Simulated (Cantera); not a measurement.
Input: 1 mol Si, 0.83 mol HCl, 1.7 mol H2, at 1675 K and 0.170 bar.

Method: chemical equilibrium by Gibbs-energy minimisation in Cantera with the NASA 1993 tables (ideal gas, pure condensed phases). Candidate condensed phases: Si; 19 gas species. The tables' values for SiCl3, SiCl are old estimates; treat these amounts as uncertain. The numbers say what is thermodynamically allowed, not how fast it happens.

Base state: H2 0.770, HCl 0.136, SiCl2 0.0867, SiCl3 0.00506, SiHCl3 0.000626, SiCl4 0.000613, H 0.000247, SiH2Cl2 0.000110 (mole fractions); condensed: Si(s).

Question: What changes in the equilibrium state with this change: temperature from 1675 K to 1200 K?

Answer: 
| species | before | after |
|---|---|---|
| H2 | 0.770 | 0.856 |
| HCl | 0.136 | 0.0593 |
| SiCl4 | 0.000613 | 0.0481 |
| SiCl2 | 0.0867 | 0.00970 |
| SiHCl3 | 0.000626 | 0.0189 |
| SiCl | 3.13e-5 | 3.82e-9 |
| Cl | 3.41e-5 | 2.66e-8 |
| H | 0.000247 | 4.43e-7 |
| Si(s), mol | 0.765 | 0.799 |
The tables' values for SiCl3 are old estimates; treat these amounts as uncertain.

Question: What changes in the equilibrium state with this change: H2 from 1.7 to 4.3 mol?

Answer: 
```json
[
 {"species": "H2", "before": "0.770", "after": "0.874"},
 {"species": "HCl", "before": "0.136", "after": "0.0902"},
 {"species": "SiCl2", "before": "0.0867", "after": "0.0335"},
 {"species": "SiCl4", "before": "0.000613", "after": "9.18e-5"},
 {"species": "SiCl3", "before": "0.00506", "after": "0.00122"},
 {"species": "Si(s), mol", "before": "0.765", "after": "0.820"}
]
```
